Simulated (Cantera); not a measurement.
An isothermal, constant-pressure homogeneous reactor starts with 39.6 % H2, 36.0 % O2, 24.5 % N2, equivalence ratio 0.55, at 1173 K and 72000 Pa.

Model: GRI-Mech 3.0 (53 species, 325 reactions), integrated in Cantera. The temperature is held fixed by assumption; the heat of reaction is taken as removed at once.

x: mole fraction; the columns are a selection and need not sum to one.

```tsv
t (s)	x H2	x O2	x H	x NO	x NO2	x HO2	x H2O
0.000200	0.00504	0.204	3.42e-5	1.70e-6	1.15e-7	…	0.487
0.000385	0.00333	0.203	8.89e-6	1.56e-6	2.59e-7	…	0.489
0.000741	0.00231	0.203	3.36e-6	1.37e-6	4.42e-7	…	0.490
0.00143	0.00148	0.202	1.50e-6	1.21e-6	6.09e-7	…	0.491
0.00275	0.000814	0.202	5.79e-7	1.05e-6	7.65e-7	…	0.492
0.00529	0.000379	0.202	1.79e-7	9.07e-7	9.10e-7	…	0.493
0.0102	0.000147	0.202	4.62e-8	8.23e-7	9.95e-7	…	0.493
0.0196	4.32e-5	0.202	9.86e-9	8.69e-7	9.48e-7	…	0.493
0.0378	7.33e-6	0.202	1.39e-9	1.12e-6	7.00e-7	…	0.493
0.0728	4.24e-7	0.202	8.60e-11	1.49e-6	3.22e-7	…	0.493
0.140	1.29e-8	0.202	1.48e-11	1.73e-6	8.46e-8	2.11e-8	0.493
0.270	9.35e-9	0.202	1.35e-11	1.79e-6	3.11e-8	1.97e-8	0.493
0.519	9.32e-9	0.202	1.35e-11	1.79e-6	2.86e-8	1.96e-8	0.493
1.00	9.32e-9	0.202	1.35e-11	1.79e-6	2.86e-8	1.96e-8	0.493
```

Problem. Some entries are withheld; supply them.

Solution. 
- 0.000200, x HO2: 0.000137
- 0.000385, x HO2: 9.83e-5
- 0.000741, x HO2: 7.12e-5
- 0.00143, x HO2: 4.95e-5
- 0.00275, x HO2: 3.03e-5
- 0.00529, x HO2: 1.56e-5
- 0.0102, x HO2: 6.57e-6
- 0.0196, x HO2: 2.08e-6
- 0.0378, x HO2: 3.89e-7
- 0.0728, x HO2: 4.64e-8
